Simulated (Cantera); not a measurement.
A closed system holds: 1 mol LiCl, 0.058 mol O₂, 110 mol H₂, held at 652 °C and 133 Pa.

Method: chemical equilibrium by Gibbs-energy minimisation in Cantera with the NASA 1993 tables (ideal gas, pure condensed phases). Candidate condensed phases: H₂O, Li, LiCl, LiH, LiOH, Li₂O; 25 gas species. Kinetics and transport are ignored.

Base state: H₂ 0.992, LiCl 0.00525, Li₂Cl₂ 0.00185, H₂O 0.00105, Li₃Cl₃ 2.46e-5 (mole fractions); condensed: gas only.

Task: What changes in the equilibrium state with this change: O₂ from 0.058 to 5 mol?

Result: 
```tsv
species	before	after
H₂	0.992	0.903
H₂O	0.00105	0.0902
LiCl	0.00525	0.00524
HCl	1.73e-6	1.60e-5
LiOH	1.69e-6	1.58e-5
Li₃Cl₃	2.46e-5	2.45e-5
Li₂Cl₂	0.00185	0.00185
```
